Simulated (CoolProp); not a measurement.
A single-stage vapour-compression cycle with R1224YDZ: evaporating at 254.15 K (dew point), condensing at 303.15 K (bubble point), superheat 0 K, subcooling 5 K, compressor efficiency 0.9, no pressure losses. Each further row changes one setting.

Model: reference Helmholtz-energy equation of state, Akasaka 2023, in CoolProp.

| case | cooling COP | pressure ratio | discharge temperature (K) | refrigerating effect (kJ/kg) | volumetric capacity (kJ/m³) |
|---|---|---|---|---|---|
| as stated | 3.97 | 7.91 | 306.5 | 136 | 216 |
| evaporating temperature 259.15 K | 4.60 | 6.13 | … | 139 | 281 |
| condensing temperature 298.15 K | … | … | 301.8 | 142 | 226 |
| subcooling 10 K | 4.13 | 7.91 | 306.5 | 142 | 226 |
| superheat 10 K | … | 7.91 | … | 143 | 218 |
| compressor efficiency 0.8 | 3.53 | 7.91 | 311.6 | 136 | 216 |

Fill in the missing entries.


- evaporating temperature 259.15 K, discharge temperature (K): 305.4
- condensing temperature 298.15 K, cooling COP: 4.53
- condensing temperature 298.15 K, pressure ratio: 6.65
- superheat 10 K, cooling COP: 4.00
- superheat 10 K, discharge temperature (K): 316.6
